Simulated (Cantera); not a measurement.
Input (Python, Cantera):

```python
import numpy as np
import cantera as ct

gas = ct.Solution("gri30.yaml")
gas.TPX = 575, 440000, {'CH4': 1, 'H2': 0.041, 'O2': 2.77, 'N2': 10.4}
flame = ct.FreeFlame(gas, width=0.014)
flame.set_refine_criteria(ratio=3, slope=0.08, curve=0.16)
flame.transport_model = "mixture-averaged"
flame.solve(loglevel=0, auto=True)
z, T = flame.grid, flame.T
thick = (T[-1] - T[0]) / np.gradient(T, z).max()
show = ['CH4', 'H2', 'O2', 'H2O2', 'HCO', 'CH3']
print(f"laminar burning velocity  {flame.velocity[0] * 100:.3f} cm/s")
print(f"burnt temperature         {T[-1]:.1f} K")
print(f"thermal thickness         {thick * 1e3:.4f} mm")
print(f"grid points               {len(z)}")
z0 = z[flame.heat_release_rate.argmax()]
print(f"{'z/mm':>9s}{'T/K':>9s}{'u/(m/s)':>9s}" + "".join(f"{s:>11s}" for s in show))
rows = []
for k in (-3, -2, -1.5, -1, -0.5, -0.25, 0, 0.25, 0.5, 1, 2, 4, 8):
    zz = z0 + k * thick
    rows.append([k * thick, np.interp(zz, z, T), np.interp(zz, z, flame.velocity),
                 *(np.interp(zz, z, flame.X[gas.species_index(s)]) for s in show)])
    print(f"{rows[-1][0] * 1e3:9.3f}{rows[-1][1]:9.1f}{rows[-1][2]:9.3f}" + "".join(f"{x:11.3e}" for x in rows[-1][3:]))
```

Output:

```
laminar burning velocity  46.595 cm/s
burnt temperature         2094.9 K
thermal thickness         0.1447 mm
grid points               141
     z/mm      T/K  u/(m/s)        CH4         H2         O2       H2O2        HCO        CH3
   -0.434    576.1    0.467  7.026e-02  3.183e-03  1.948e-01  1.324e-07  5.180e-17  1.298e-08
   -0.289    583.4    0.473  6.973e-02  3.570e-03  1.942e-01  1.152e-06  3.615e-14  1.083e-07
   -0.217    602.7    0.489  6.846e-02  3.961e-03  1.927e-01  4.026e-06  1.110e-12  3.924e-07
   -0.145    692.9    0.564  6.297e-02  4.615e-03  1.856e-01  1.762e-05  1.759e-10  3.136e-06
   -0.072   1056.6    0.867  4.184e-02  5.548e-03  1.532e-01  5.469e-05  1.363e-07  1.079e-04
   -0.036   1401.3    1.153  2.186e-02  5.957e-03  1.193e-01  2.817e-05  3.314e-06  6.108e-04
    0.000   1739.8    1.433  4.135e-03  5.143e-03  8.218e-02  2.358e-06  1.373e-05  6.792e-04
    0.036   1888.3    1.549  1.612e-04  3.023e-03  6.415e-02  9.180e-07  2.344e-06  4.467e-05
    0.072   1952.5    1.595  4.397e-06  2.108e-03  5.881e-02  7.097e-07  9.022e-08  1.424e-06
    0.145   2020.1    1.644  4.631e-09  1.338e-03  5.533e-02  4.854e-07  2.584e-09  1.869e-09
    0.289   2067.6    1.678  3.895e-13  6.258e-04  5.369e-02  2.970e-07  2.977e-10  2.372e-13
    0.579   2089.5    1.693  3.836e-15  2.591e-04  5.318e-02  1.970e-07  3.031e-11  9.746e-15
    1.158   2094.7    1.697  1.092e-15  1.768e-04  5.310e-02  1.749e-07  1.091e-11  2.373e-15
```

Model: GRI-Mech 3.0 (53 species, 325 reactions), integrated in Cantera. Burning velocities carry a grid error of a few per cent, more on coarse grids.
